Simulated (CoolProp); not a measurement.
Computed with CoolProp (reference Helmholtz-energy equation of state, de Reuck 1990).

**Question.** Give the vapour pressure (bar), liquid density (kg/m³), vapour density (kg/m³), liquid cp (kJ/(kg K)) of saturated fluorine at 125.4, 129.5 K.

**Answer.** 
```tsv
T (K)	p (bar)	liquid density (kg/m³)	vapour density (kg/m³)	liquid cp (kJ/(kg K))
125.4	21.8	1150	110	2.04
129.5	26.8	1090	140	2.27
```
